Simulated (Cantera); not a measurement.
Source: NASA polynomial tables (part measured, part estimated), evaluated in Cantera. Values are per mole of reaction as written; species without (g) are pure solids or liquids, kept so even where they would boil at 1 bar.

Question: Between 300 and 823 K, where is each reaction favourable under standard conditions?
- SF6(g) + 3 Pb ⇌ S + 3 PbF2

Answer: 
- SF6(g) + 3 Pb ⇌ S + 3 PbF2: ΔG° is -776 kJ at 300 K and -738 kJ at 823 K; it stays negative (K > 1). ΔH° is -760 kJ and ΔS° -26 J/K at 823 K.
